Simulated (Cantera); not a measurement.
# Gas-phase reforming

An isothermal, constant-pressure homogeneous reactor starts with CH₄ : H₂O : H₂ = 0.17 : 1.1 : 0.17 (molar parts), at 1373 K and 100.0 Torr.

Computed with Cantera and GRI-Mech 3.0 (53 species, 325 reactions).

```tsv
t (s)	x CH₄	x H₂O	x H₂	x CH₂O	x C₂H₂
2.00e-5	0.118	0.764	0.118	<1e-12	<1e-12
7.96e-5	0.118	0.764	0.118	<1e-12	<1e-12
0.000317	0.118	0.764	0.118	<1e-12	<1e-12
0.00126	0.118	0.764	0.118	5.76e-11	<1e-12
0.00502	0.118	0.764	0.118	3.12e-9	1.46e-10
0.0200	0.118	0.764	0.118	7.04e-8	3.71e-8
0.0796	0.118	0.764	0.118	4.10e-7	3.61e-6
0.317	0.117	0.764	0.119	5.85e-7	0.000119
1.26	0.115	0.762	0.122	5.70e-7	0.00115
5.02	0.105	0.755	0.134	5.17e-7	0.00522
20.0	0.0783	0.731	0.172	3.73e-7	0.0155
```
x: mole fraction; the columns are a selection and need not sum to one.

Equilibrium at this temperature and pressure: CH₄ 3.69e-9, H₂O 0.488, H₂ 0.417, CH₂O 1.54e-9, C₂H₂ <1e-12 (gas phase only).
